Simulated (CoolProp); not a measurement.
2000 sccm (0 °C, 1 atm) of nitrogen bubbles through liquid n-heptane at 318.5 K and leaves saturated at a total pressure of 0.15 MPa (ideal gas phase). Each further row changes one setting.

Model: reference Helmholtz-energy equation of state, Span 2003, in CoolProp. It is a short technical equation, of lower accuracy than the large ones.

```
case                      vapour pressure (kPa)  mole fraction of vapour  delivery (mg/min)  delivery (sccm)  change of delivery for a bath 1 K warmer (%)
------------------------  ---------------------  -----------------------  -----------------  ---------------  --------------------------------------------
as stated                                  15.5                    0.104               1030              231                                           4.8
bath temperature 323.5 K                   19.2                    0.128               1310              293                                           4.8
total pressure 0.3 MPa                     15.5                   0.0518                489              109                                           4.6
```
